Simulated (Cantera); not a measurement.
An adiabatic, constant-pressure homogeneous reactor starts with CH₄ : O₂ : N₂ = 1 : 2.86 : 10.7 (molar parts), at 1448 K and 101000 Pa. Integrator tolerance rtol = 1e-08.

Cantera simulation using GRI-Mech 3.0 (53 species, 325 reactions); the numbers are that mechanism's predictions, not measurements.

Q: What does this change do: constant volume in place of constant pressure?

A: 
| quantity | before | after |
|---|---|---|
| time of steepest temperature rise | 1.72 ms | 1.64 ms |
| temperature at 0.100 s | 2576 K | 2746 K |
| equilibrium temperature | 2576 K | 2746 K |
| x(CH₄) at 0.100 s | <1e-12 (gas-phase equilibrium <1e-12) | <1e-12 (gas-phase equilibrium <1e-12) |
| x(O₂) at 0.100 s | 0.0548 (gas-phase equilibrium 0.0548) | 0.0542 (gas-phase equilibrium 0.0542) |
| x(HCN) at 0.100 s | 5.50e-11 (gas-phase equilibrium 5.50e-11) | 2.67e-10 (gas-phase equilibrium 2.67e-10) |
| x(CH₃) at 0.100 s | <1e-12 (gas-phase equilibrium <1e-12) | <1e-12 (gas-phase equilibrium <1e-12) |
| x(N₂O) at 0.100 s | 6.83e-7 (gas-phase equilibrium 6.83e-7) | 1.23e-6 (gas-phase equilibrium 1.23e-6) |
| x(CH₂CO) at 0.100 s | <1e-12 (gas-phase equilibrium <1e-12) | <1e-12 (gas-phase equilibrium <1e-12) |
